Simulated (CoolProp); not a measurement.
Saturated liquid density (kg/m³) of ammonia: the reference equation beside estimates from Tc = 405.6 K, pc = 11.36 MPa, ω = 0.256. Rackett uses Z = 0.29056 − 0.08775 ω.

Values from CoolProp's reference Helmholtz-energy equation of state, Gao 2020.

```
T (K)  reference  Rackett  van der Waals  Redlich-Kwong  Soave-Redlich-Kwong  Peng-Robinson
-----  ---------  -------  -------------  -------------  -------------------  -------------
259.8      656.4    571.8          343.7          503.2                520.7          588.5
262.6      652.7    568.7          341.9          500.1                517.8          585.3
265.5      648.9    565.5          340.0          496.8                514.8          582.1
268.3      645.2    562.3          338.2          493.6                511.8          578.8
271.2      641.3    559.0          336.3          490.3                508.7          575.4
274.1      637.3    555.7          334.3          486.8                505.5          571.9
276.9      633.5    552.5          332.4          483.5                502.3          568.5
279.8      629.5    549.1          330.4          480.0                499.0          564.9
282.6      625.6    545.8          328.5          476.5                495.8          561.3
285.5      621.5    542.3          326.4          472.9                492.3          557.5
```

Absolute difference from the reference over all 10 rows, mean and median: Rackett 12.8 and 12.8 %, van der Waals 47.6 and 47.6 %, Redlich-Kwong 23.6 and 23.6 %, Soave-Redlich-Kwong 20.7 and 20.7 %, Peng-Robinson 10.3 and 10.3 %.
